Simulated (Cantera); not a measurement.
Charge: 1 mol SiC, 0.12 mol N2O, 730 mol N2, 0.013 mol H2O, equilibrated at 0.00133 bar.

These are equilibrium values from Cantera (NASA tables, ideal gas, pure condensed phases), not measurements of a reactor. Candidate condensed phases: C, C6H6, C7H8, C8H18, H2O, Si, SiC, SiO2, Si2N2O, Si3N4; 151 gas species. The numbers say what is thermodynamically allowed, not how fast it happens.

Q: At 1525 °C, list the 4 most abundant gas species with their mole fractions, and the condensed phases.

A: N2 1.000, CO 0.000174, Si 0.000165, H 2.12e-5. Condensed: SiC(s).
